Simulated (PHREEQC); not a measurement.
Make-up at 25 °C: 0.013 mmol/kgw NH4Cl, 0.18 mmol/kgw Na2SO4 and 0.027 mmol/kgw KCl. Closed to the air; pH follows from the charge balance.

Model: ion-association model, wateq4f.dat, run in PHREEQC.

```
Property                  Result
--------------  ----------------
pH                          6.89
ionic strength  0.000579 mol/kgw
```

```tsv
species	molality	activity	log γ
Na+	0.000360	0.000350	-0.012
SO4-2	0.000180	0.000161	-0.047
Cl-	4.00e-5	3.89e-5	-0.012
K+	2.70e-5	2.62e-5	-0.012
NH4+	1.29e-5	1.26e-5	-0.012
NaSO4-	2.90e-7	2.83e-7	-0.012
H+	1.33e-7	1.29e-7	-0.011
OH-	7.95e-8	7.74e-8	-0.012
NH3	5.54e-8	5.54e-8	0.000
KSO4-	3.05e-8	2.97e-8	-0.012
```

Precipitation was switched off in this run.
